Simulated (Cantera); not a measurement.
**Equilibrium for sublimation and decomposition of ceramics: SiC + C + H2**

Feed: 1 mol SiC, 0.0096 mol C, 2.5 mol H2, equilibrated at 2798.15 K and 1.80 bar.

Cantera equilibrium calculation (NASA polynomials, part measured and part estimated; ideal gas, pure solids and liquids). Candidate condensed phases: C, C6H6, C7H8, C8H18, Si, SiC; 87 gas species. Gases not in the tables: Si2H6 and higher silanes. Equilibrium is a limit: real reactors are often held back by kinetics, nucleation or transport.

```yaml
x(H2): 0.904
x(H): 0.0576
x(Si): 0.0138
x(C2H2 (acetylene)): 0.0117
x(Si2C): 0.00389
x(SiH): 0.00310
x(SiC2): 0.00298
x(SiH2): 0.00172
x(Si2): 0.000390
n(SiC(s)): 0.920 mol
gas_amount: 2.635 mol
log10 activity of Si(l) (absent): -0.14
log10 activity of C(graphite) (absent): -0.20
```
